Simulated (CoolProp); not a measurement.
Vapour-liquid equilibrium of dimethyl ether (1) + n-pentane (2) at 0.0774 MPa; x and y are mole fractions of (1).

Computed with CoolProp (multi-fluid Helmholtz-energy mixture model, Wu 2011 and Thol 2019; pair parameters Bell 2016).

Q: Give the bubble temperature and the first vapour's composition at x = 0.2, 0.35, 0.95. Is there an azeotrope?

A: x = 0.2: 274.7 K, y = 0.736; x = 0.35: 259.7 K, y = 0.900; x = 0.95: 243.2 K, y = 0.992. No azeotrope shows between x = 0.05 and 0.95.

Pair parameters are fitted to limited data, so mixtures are less certain than the pure fluids. The gap from Raoult's law changes sign with composition, which may be real or a fault of the pair parameters; it wasn't checked against measurements.
